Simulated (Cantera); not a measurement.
Feed: 1 mol Pb, 2.4 mol H2O, 2.1 mol H2, equilibrated at 0.133 bar.

Equilibrium computed with Cantera from the NASA thermochemical tables; the gas is ideal and each condensed phase is pure. Candidate condensed phases: H2O, Pb, PbO, PbO2, Pb3O4; 12 gas species. Rates play no part.

Task: What share of the Pb ends up in condensed phases as a function of T (K), at 798, 898, 998, 1098, 1198, 1298, 1398, 1498, 1598, 1698?

Result: 
```json
[
 {"T (K)": "798", "Pb condensed (%)": "100.0", "as": "Pb(l)"},
 {"T (K)": "898", "Pb condensed (%)": "100.0", "as": "Pb(l)"},
 {"T (K)": "998", "Pb condensed (%)": "99.9", "as": "Pb(l)"},
 {"T (K)": "1098", "Pb condensed (%)": "99.6", "as": "Pb(l)"},
 {"T (K)": "1198", "Pb condensed (%)": "97.9", "as": "Pb(l)"},
 {"T (K)": "1298", "Pb condensed (%)": "91.2", "as": "Pb(l)"},
 {"T (K)": "1398", "Pb condensed (%)": "69.2", "as": "Pb(l)"},
 {"T (K)": "1498", "Pb condensed (%)": "0.6", "as": "Pb(l)"},
 {"T (K)": "1598", "Pb condensed (%)": "0.0", "as": "-"},
 {"T (K)": "1698", "Pb condensed (%)": "0.0", "as": "-"}
]
```
